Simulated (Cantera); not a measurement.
Feed: 1 mol CCl4, 1 mol CH4, at 29.0 mbar.

Equilibrium computed with Cantera from the NASA thermochemical tables; the gas is ideal and each condensed phase is pure. Candidate condensed phases: C, C6H6, C7H8, C8H18; 91 gas species. The numbers say what is thermodynamically allowed, not how fast it happens.

At 1852 °C, list the 5 most abundant gas species with their mole fractions, and the condensed phases.

HCl 0.887, Cl 0.0741, H2 0.0351, H 0.00399, Cl2 0.000119. Condensed: C(graphite).
